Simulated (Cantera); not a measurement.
Low-pressure radical oxidation in H2/O2

An isothermal, constant-pressure homogeneous reactor starts with H₂ : O₂ = 0.0066 : 1 (molar parts), equivalence ratio 0.0033, at 1250 K and 21.8 Torr.

Computed with Cantera and the H2/O2 subset of GRI-Mech 3.0, which has no nitrogen chemistry. Radical loss at walls, strong at low pressure, is not modelled.

| t (s) | x H₂ | x O₂ | x HO₂ | x OH | x H₂O₂ | x H | x H₂O |
|---|---|---|---|---|---|---|---|
| 0.000300 | 0.00656 | 0.993 | 9.73e-9 | 1.28e-8 | 2.49e-12 | 1.65e-9 | 7.47e-9 |
| 0.000749 | 0.00656 | 0.993 | 2.46e-8 | 7.83e-8 | 1.50e-11 | 7.90e-9 | 8.78e-8 |
| 0.00187 | 0.00655 | 0.993 | 8.07e-8 | 3.15e-6 | 9.45e-11 | 3.02e-7 | 4.54e-6 |
| 0.00466 | 0.00138 | 0.989 | 1.94e-6 | 0.00136 | 1.00e-7 | 0.000296 | 0.00435 |
| 0.0116 | 1.73e-5 | 0.988 | 1.03e-6 | 0.000580 | 2.31e-8 | 0.000148 | 0.00618 |
| 0.0290 | 1.39e-5 | 0.989 | 9.23e-7 | 0.000521 | 2.22e-8 | 0.000107 | 0.00623 |
| 0.0724 | 8.83e-6 | 0.991 | 7.30e-7 | 0.000416 | 2.01e-8 | 5.34e-5 | 0.00632 |
| 0.181 | 3.85e-6 | 0.992 | 4.63e-7 | 0.000276 | 1.57e-8 | 1.53e-5 | 0.00642 |
| 0.451 | 1.14e-6 | 0.993 | 2.20e-7 | 0.000150 | 9.27e-9 | 2.45e-6 | 0.00650 |
| 1.12 | 2.62e-7 | 0.993 | 8.01e-8 | 7.26e-5 | 3.82e-9 | 2.73e-7 | 0.00654 |
| 2.81 | 5.79e-8 | 0.993 | 2.51e-8 | 3.43e-5 | 1.20e-9 | 2.87e-8 | 0.00656 |
| 7.00 | 1.41e-8 | 0.993 | 9.22e-9 | 1.70e-5 | 3.53e-10 | 3.47e-9 | 0.00657 |
x: mole fraction; the columns are a selection and need not sum to one.

Equilibrium at this temperature and pressure: H₂ 1.35e-9, O₂ 0.993, HO₂ 7.76e-9, OH 5.28e-6, H₂O₂ 4.11e-11, H 1.05e-10, H₂O 0.00658 (gas phase only).
